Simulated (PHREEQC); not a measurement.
PHREEQC input (ion-association model, wateq4f.dat):

```
SOLUTION 1
  temp 25
  units mol/kgw
  pH 7 charge
END
SELECTED_OUTPUT 1
  -reset false
  -pH true
  -pe true
  -ionic_strength true
  -water true
  -totals Cl F K Zn
  -molalities H+ Cl- F- K+ Zn+2 O2 OH- HF HF2- ZnCl+
    ZnCl2 ZnCl3- ZnCl4-2 ZnF+ ZnOH+ Zn(OH)2 Zn(OH)3- Zn(OH)4-2 ZnOHCl H2F2
  -equilibrium_phases Zn5(OH)8Cl2 Zincite(c) ZnF2
PRINT
  -reset false
USE solution 1
REACTION 1
  KF 1
  0 0.0208 0.0417 0.0625 0.0833 0.104 0.125 0.146 0.167 0.188 0.208 0.229 0.25 moles
EQUILIBRIUM_PHASES 1
  Zn5(OH)8Cl2 0 0.1
  Zincite(c) 0 0
  ZnF2 0 0
  O2(g) -0.68 10
END
```

Selected output (columns that matter, 13 of 13 rows; KF added (mol) added in front):

```
KF added (mol)	pH	mu	Cl	F	K	Zn	m_H+	m_Cl-	m_F-	m_K+	m_Zn+2	m_OH-	Zn5(OH)8Cl2	Zincite(c)
0	6.7409	0.024104	0.016359	0	0	0.0082029	2.0574e-07	0.016145	0	0	0.007958	6.4332e-08	0.091816	0.032714
0.0208	6.7739	0.045915	0.018476	0.020786	0.020786	0.0092586	1.9632e-07	0.018268	0.019704	0.020786	0.0079429	7.2709e-08	0.090756	0.036956
0.0417	6.7969	0.067531	0.020119	0.04167	0.04167	0.010078	1.8969e-07	0.019915	0.039716	0.04167	0.0078997	7.9177e-08	0.089933	0.040249
0.0625	6.8147	0.088904	0.021497	0.062452	0.062452	0.010764	1.8457e-07	0.021295	0.059754	0.062452	0.0078518	8.4573e-08	0.089243	0.043011
0.0833	6.8293	0.11019	0.022707	0.083232	0.083232	0.011366	1.8038e-07	0.022507	0.079876	0.083232	0.0078043	8.9289e-08	0.088637	0.045437
0.104	6.8416	0.13132	0.02379	0.10391	0.10391	0.011906	1.7685e-07	0.023593	0.099961	0.10391	0.007759	9.3493e-08	0.088095	0.04761
0.125	6.8525	0.15271	0.024795	0.12489	0.12489	0.012405	1.7375e-07	0.024599	0.12039	0.12489	0.0077155	9.7374e-08	0.087592	0.049625
0.146	6.8622	0.17407	0.025723	0.14586	0.14586	0.012867	1.7102e-07	0.025528	0.14085	0.14586	0.0076746	1.0094e-07	0.087127	0.051488
0.167	6.8709	0.19539	0.026589	0.16684	0.16684	0.013297	1.6859e-07	0.026395	0.16135	0.16684	0.0076362	1.0426e-07	0.086693	0.053226
0.188	6.8788	0.2167	0.027401	0.18781	0.18781	0.0137	1.6641e-07	0.027209	0.18187	0.18781	0.0076002	1.0736e-07	0.086286	0.054857
0.208	6.8856	0.23697	0.028133	0.20779	0.20779	0.014064	1.6451e-07	0.027942	0.20144	0.20779	0.007568	1.1013e-07	0.085919	0.056326
0.229	6.8922	0.25825	0.028862	0.22876	0.22876	0.014425	1.6268e-07	0.028672	0.22201	0.22876	0.0075362	1.1289e-07	0.085554	0.057791
0.25	6.8984	0.2795	0.029557	0.24973	0.24973	0.014769	1.61e-07	0.029367	0.2426	0.24973	0.0075064	1.1549e-07	0.085206	0.059185
```
